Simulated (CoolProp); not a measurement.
Values from CoolProp's reference Helmholtz-energy equation of state, Jacobsen 1992.

**Question.** Give the vapour pressure (MPa), vapour density (kg/m³), liquid cp (kJ/(kg K)), surface tension (mN/m) of saturated R11 at 34.35, 79.45 °C.

**Answer.** 
| T (°C) | p (MPa) | vapour density (kg/m³) | liquid cp (kJ/(kg K)) | surface tension (mN/m) |
|---|---|---|---|---|
| 34.35 | 0.146 | 8.20 | 0.890 | 16.6 |
| 79.45 | 0.516 | 27.3 | 0.950 | 11.1 |

Surface tension comes from a separate correlation (Mulero 2012).
